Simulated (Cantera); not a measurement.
## Pb + CO2 + CO (metals in furnace atmospheres)

Input: 1 mol Pb, 3.7 mol CO2, 7.3 mol CO.

These are equilibrium values from Cantera (NASA tables, ideal gas, pure condensed phases), not measurements of a reactor. Candidate condensed phases: C, Pb, PbO, PbO2, Pb3O4; 15 gas species. Rates play no part.

Q: Map the stable condensed phases over T = 1198, 1248, 1298, 1348, 1398, 1448, 1498, 1548, 1598 K and P in Pa = 10, 41, 160, 670, 2700, 11000, 45000, 180000, 740000, 3000000.

A: 
```
T in K \ P in Pa
              10      41     160     670    2700   11000   45000  180000  740000 3000000
   1598        A       A       A       A       A       A       A       B       B       B
   1548        A       A       A       A       A       A       A       B       B       B
   1498        A       A       A       A       A       A       B       B       B       B
   1448        A       A       A       A       A       A       B       B       B       B
   1398        A       A       A       A       A       B       B       B       B       B
   1348        A       A       A       A       A       B       B       B       B       B
   1298        A       A       A       A       A       B       B       B       B       B
   1248        A       A       A       A       B       B       B       B       B       B
   1198        A       A       A       A       B       B       B       B       B       B
```
A: gas only; B: Pb.
